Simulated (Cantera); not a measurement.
**Adiabatic ignition**

An adiabatic, constant-pressure homogeneous reactor starts with CH4 : CO : O2 : N2 : H2O = 1 : 0.29 : 3.15 : 11.9 : 2.5 (molar parts), equivalence ratio 0.68, at 1225 K and 825 Torr.

Computed with Cantera and GRI-Mech 3.0 (53 species, 325 reactions).

| t (s) | T (K) | x CH4 | x CO | x O2 | x NO | x N2O | x OH |
|---|---|---|---|---|---|---|---|
| 3.00e-6 | 1225 | 0.0531 | 0.0154 | 0.167 | <1e-12 | <1e-12 | 1.47e-10 |
| 8.02e-6 | 1225 | 0.0531 | 0.0154 | 0.167 | <1e-12 | <1e-12 | 2.00e-10 |
| 2.14e-5 | 1225 | 0.0531 | 0.0154 | 0.167 | <1e-12 | <1e-12 | 2.50e-10 |
| 5.73e-5 | 1225 | 0.0531 | 0.0154 | 0.167 | <1e-12 | <1e-12 | 3.89e-10 |
| 0.000153 | 1225 | 0.0531 | 0.0154 | 0.167 | <1e-12 | <1e-12 | 8.09e-10 |
| 0.000410 | 1225 | 0.0531 | 0.0154 | 0.167 | <1e-12 | <1e-12 | 2.18e-9 |
| 0.00110 | 1225 | 0.0531 | 0.0154 | 0.167 | <1e-12 | 3.39e-12 | 7.17e-9 |
| 0.00293 | 1225 | 0.0530 | 0.0154 | 0.167 | <1e-12 | 1.56e-11 | 1.95e-8 |
| 0.00783 | 1226 | 0.0529 | 0.0154 | 0.167 | <1e-12 | 7.87e-11 | 3.23e-8 |
| 0.0209 | 1231 | 0.0520 | 0.0155 | 0.166 | <1e-12 | 5.99e-10 | 1.05e-7 |
| 0.0560 | 2309 | <1e-12 | 0.00334 | 0.0529 | 0.00159 | 3.43e-7 | 0.00801 |
| 0.150 | 2302 | <1e-12 | 0.00327 | 0.0511 | 0.00540 | 3.51e-7 | 0.00777 |
| 0.400 | 2300 | <1e-12 | 0.00325 | 0.0503 | 0.00685 | 3.58e-7 | 0.00767 |
x: mole fraction; the columns are a selection and need not sum to one.

```json
{
  "time_of_steepest_temperature_rise": "33.9 ms",
  "temperature at 0.400 s": "2300 K",
  "equilibrium_temperature": "2300 K",
  "x(CH4) at 0.400 s": "<1e-12 (gas-phase equilibrium <1e-12)",
  "x(CO) at 0.400 s": "0.00325 (gas-phase equilibrium 0.00325)",
  "x(O2) at 0.400 s": "0.0503 (gas-phase equilibrium 0.0503)"
}
```
